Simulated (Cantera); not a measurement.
Feed: 1 mol Al, 10 mol HCl, at 327 °C and 203 Torr.

Cantera equilibrium calculation (NASA polynomials, part measured and part estimated; ideal gas, pure solids and liquids). Candidate condensed phases: Al, AlCl₃; 12 gas species. Kinetics and transport are ignored.

Base state: HCl 0.773, H₂ 0.166, Al₂Cl₆ 0.0495, AlCl₃ 0.0115 (mole fractions); condensed: gas only.

Problem. What changes in the equilibrium state with this change: pressure from 203 Torr to 1.00 Torr?

Solution. 
```
species  before   after
-------  ------  ------
HCl       0.773   0.746
H₂        0.166   0.160
AlCl₃    0.0115  0.0819
Al₂Cl₆   0.0495  0.0123
```

Problem. What changes in the equilibrium state with this change: temperature from 327 °C to 250 °C?

Solution. 
| species | before | after |
|---|---|---|
| HCl | 0.773 | 0.777 |
| H₂ | 0.166 | 0.167 |
| Al₂Cl₆ | 0.0495 | 0.0545 |
| AlCl₃ | 0.0115 | 0.00200 |
